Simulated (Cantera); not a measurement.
Charge: 1 mol CaO, 1.2 mol O2, 5.7 mol N2, 1.7 mol H2S, equilibrated at 0.360 bar.

These are equilibrium values from Cantera (NASA tables, ideal gas, pure condensed phases), not measurements of a reactor. Candidate condensed phases: Ca, CaO, Ca(OH)2, CaS, CaSO4, H2O, H2SO4, S; 41 gas species. Mutual solubility and eutectic melting of coexisting phases are not modelled. The numbers say what is thermodynamically allowed, not how fast it happens.

x: gas mole fraction; n: condensed amount in mol.

```tsv
T (K)	x N2	x H2O	x SO2	x H2	x S2	x SO	x H2S	n CaO(s)	n CaS(s)
1500	0.692	0.195	0.0964	0.00982	0.00469	0.000901	0.00147	0.196	0.804
1550	0.690	0.192	0.0957	[?]	[?]	[?]	[?]	[?]	0.776
1600	0.689	0.188	0.0949	[?]	[?]	[?]	[?]	[?]	0.742
1650	0.688	0.184	0.0937	0.0190	0.0104	0.00262	0.00218	0.299	0.701
1700	0.686	0.179	0.0923	0.0230	0.0131	0.00357	0.00244	0.347	0.653
1750	0.684	0.173	0.0905	0.0274	0.0162	0.00477	0.00269	0.402	0.598
1800	0.681	0.167	0.0883	0.0322	0.0197	0.00624	0.00293	0.465	0.535
1850	0.679	0.161	0.0856	0.0373	0.0236	0.00800	0.00316	0.536	0.464
1900	0.676	0.154	0.0826	0.0428	0.0279	0.0101	0.00338	0.614	0.386
```

Task: What belongs in the gaps?

Result: 
- 1550, x H2: 0.0125
- 1550, x S2: 0.00623
- 1550, x SO: 0.00132
- 1550, x H2S: 0.00170
- 1550, n CaO(s): 0.224
- 1600, x H2: 0.0155
- 1600, x S2: 0.00812
- 1600, x SO: 0.00188
- 1600, x H2S: 0.00194
- 1600, n CaO(s): 0.258
